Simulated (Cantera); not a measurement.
An isothermal, constant-pressure homogeneous reactor starts with 10.4 % H₂, 7.46 % O₂, 82.1 % N₂, equivalence ratio 0.70, at 1225 K and 0.987 atm.

Computed with Cantera and the H2/O2 subset of GRI-Mech 3.0, which has no nitrogen chemistry. The temperature is held fixed by assumption; the heat of reaction is taken as removed at once.

One state of this run: x H₂ = 0.0990; x O₂ = 0.0722; x H₂O₂ = 5.11e-7; x HO₂ = 2.92e-5; x OH = 0.000304; x H = 0.00271; x O = 0.000479. x: mole fraction; the columns are a selection and need not sum to one.

Task: Which value of t (s) does it belong to?
A) 0.00352
B) 2.26
C) 0.620
D) 7.29e-5

Result: D, 7.29e-5
